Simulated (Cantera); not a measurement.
Charge: 1 mol C₂H₆, 0.48 mol CO₂, 23 mol H₂, held at 5.10 bar.

Cantera equilibrium calculation (NASA polynomials, part measured and part estimated; ideal gas, pure solids and liquids). Candidate condensed phases: C, C₆H₆, C₇H₈, C₈H₁₈, H₂O; 110 gas species. The numbers say what is thermodynamically allowed, not how fast it happens. All values below are at 1025 K.

Base state: H₂ 0.866, CH₄ 0.0944, H₂O 0.0305, CO 0.00875, CO₂ 0.000400 (mole fractions); condensed: gas only.

What changes in the equilibrium state with this change: H₂ from 23 to 0.43 mol?


```csv
species,before,after
H₂,0.866,0.610
CH₄,0.0944,0.139
CO,0.00875,0.123
H₂O,0.0305,0.101
CO₂,0.000400,0.0265
"C(graphite), mol",0,1.48
```

What changes in the equilibrium state with this change: C₂H₆ replaced by CH₃OH?


```tsv
species	before	after
H₂	0.866	0.870
H₂O	0.0305	0.0689
CH₄	0.0944	0.0501
CO	0.00875	0.0104
CO₂	0.000400	0.00106
```

What changes in the equilibrium state with this change: C₂H₆ replaced by toluene?


| species | before | after |
|---|---|---|
| H₂ | 0.866 | 0.748 |
| CH₄ | 0.0944 | 0.210 |
| H₂O | 0.0305 | 0.0205 |
| CO | 0.00875 | 0.0203 |
| C₂H₆ | 2.25e-6 | 1.29e-5 |
| CO₂ | 0.000400 | 0.000722 |
| C(graphite), mol | 0 | 2.23 |
